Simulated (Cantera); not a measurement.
Feed: 1 mol FeS, 1100 mol H2, 3.5 mol N2, equilibrated at 1.00 bar.

Method: chemical equilibrium by Gibbs-energy minimisation in Cantera with the NASA 1993 tables (ideal gas, pure condensed phases). Candidate condensed phases: Fe, FeS, FeS2, S; 16 gas species. The numbers say what is thermodynamically allowed, not how fast it happens.

Problem. Which condensed phases are stable at each of these points (T (°C)): 1575, 1600, 1625, 1650, 1675, 1700, 1725, 1750, 1775, 1800, 1825, 1850, 1875, 1900?

Solution. 
```
T (°C)  condensed phases  Fe condensed (%)
------  ----------------  ----------------
1575               Fe(l)              93.7
1600               Fe(l)              91.3
1625               Fe(l)              88.0
1650               Fe(l)              83.7
1675               Fe(l)              77.9
1700               Fe(l)              70.4
1725               Fe(l)              60.6
1750               Fe(l)              48.0
1775               Fe(l)              31.8
1800               Fe(l)              11.2
1825            gas only               0.0
1850            gas only               0.0
1875            gas only               0.0
1900            gas only               0.0
```

From 1575 °C to 1800 °C the condensed part is Fe(l). From 1825 °C to 1900 °C nothing is condensed.
